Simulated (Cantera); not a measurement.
A closed system holds: 1 mol HI, 4.5 mol H2O, 10 mol N2, equilibrated at 2823 K and 1.80 bar.

Method: chemical equilibrium by Gibbs-energy minimisation in Cantera with the NASA 1993 tables (ideal gas, pure condensed phases). Candidate condensed phases: H2O, I2; 27 gas species. Kinetics and transport are ignored.

Q: What is the equilibrium state?

A: 
```json
{
  "x(N2)": "0.604",
  "x(H2O)": "0.233",
  "x(I)": "0.0583",
  "x(H2)": "0.0526",
  "x(OH)": "0.0192",
  "x(H)": "0.0152",
  "x(O2)": "0.00614",
  "x(NO)": "0.00569",
  "x(O)": "0.00347",
  "gas_amount": "16.47 mol",
  "log10 activity of I2(l) (absent)": "-6.59"
}
```
